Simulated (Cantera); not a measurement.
## Adiabatic ignition

An adiabatic, constant-pressure homogeneous reactor starts with CH3OH : O2 : N2 = 1 : 0.75 : 9 (molar parts), at 1198 K and 1400000 Pa.

Cantera simulation using GRI-Mech 3.0 (53 species, 325 reactions); the numbers are that mechanism's predictions, not measurements. GRI-Mech 3.0 was tuned for natural gas; its chemistry of methanol as a main component is partial and can be far from experiment. The pressure lies above the range GRI-Mech 3.0 was tuned for (to about 10 atm).

| t (s) | T (K) | x CH3OH | x O2 | x C2H4 | x H | x CH2 | x HO2 | x NO |
|---|---|---|---|---|---|---|---|---|
| 8.00e-6 | 1198 | 0.0930 | 0.0698 | <1e-12 | 1.91e-10 | 8.53e-11 | 2.25e-7 | <1e-12 |
| 1.50e-5 | 1198 | 0.0930 | 0.0698 | <1e-12 | 1.94e-10 | 8.53e-11 | 4.41e-7 | <1e-12 |
| 2.81e-5 | 1198 | 0.0930 | 0.0698 | <1e-12 | 2.00e-10 | 8.53e-11 | 8.47e-7 | <1e-12 |
| 5.28e-5 | 1198 | 0.0930 | 0.0698 | 1.12e-12 | 2.13e-10 | 8.53e-11 | 1.60e-6 | <1e-12 |
| 9.90e-5 | 1198 | 0.0930 | 0.0698 | 2.15e-12 | 2.49e-10 | 8.53e-11 | 2.96e-6 | <1e-12 |
| 0.000186 | 1198 | 0.0930 | 0.0698 | 4.00e-12 | 3.61e-10 | 8.53e-11 | 5.38e-6 | <1e-12 |
| 0.000348 | 1198 | 0.0930 | 0.0697 | 7.23e-12 | 7.19e-10 | 8.53e-11 | 9.79e-6 | <1e-12 |
| 0.000653 | 1198 | 0.0929 | 0.0697 | 1.27e-11 | 2.39e-9 | 8.55e-11 | 2.02e-5 | <1e-12 |
| 0.00122 | 1204 | 0.0893 | 0.0680 | 3.22e-11 | 1.20e-7 | 1.03e-10 | 0.000155 | <1e-12 |
| 0.00230 | 1831 | 5.80e-10 | 1.66e-9 | 8.87e-10 | 3.91e-5 | 2.26e-11 | 2.41e-12 | 6.58e-7 |
| 0.00431 | 1832 | 4.29e-10 | 9.11e-10 | 7.71e-10 | 3.19e-5 | 1.43e-11 | 1.40e-12 | 2.99e-7 |
| 0.00808 | 1832 | 3.78e-10 | 9.04e-10 | 5.98e-10 | 3.19e-5 | 1.25e-11 | 1.40e-12 | 1.11e-7 |
| 0.0152 | 1832 | 3.00e-10 | 9.04e-10 | 3.70e-10 | 3.19e-5 | 9.93e-12 | 1.40e-12 | 7.28e-8 |
| 0.0284 | 1832 | 1.95e-10 | 9.04e-10 | 1.51e-10 | 3.19e-5 | 6.40e-12 | 1.40e-12 | 7.26e-8 |
| 0.0533 | 1832 | 8.75e-11 | 9.05e-10 | 2.85e-11 | 3.19e-5 | 2.80e-12 | 1.40e-12 | 7.41e-8 |
| 0.100 | 1832 | 2.18e-11 | 9.05e-10 | 1.34e-12 | 3.19e-5 | <1e-12 | 1.40e-12 | 7.53e-8 |
x: mole fraction; the columns are a selection and need not sum to one.

| Quantity | Result |
|---|---|
| time of steepest temperature rise | 1.40 ms |
| temperature at 0.100 s | 1832 K |
| equilibrium temperature | 1832 K |
| x(CH3OH) at 0.100 s | 2.18e-11 (gas-phase equilibrium 4.65e-12) |
| x(O2) at 0.100 s | 9.05e-10 (gas-phase equilibrium 9.06e-10) |
| x(C2H4) at 0.100 s | 1.34e-12 (gas-phase equilibrium <1e-12) |
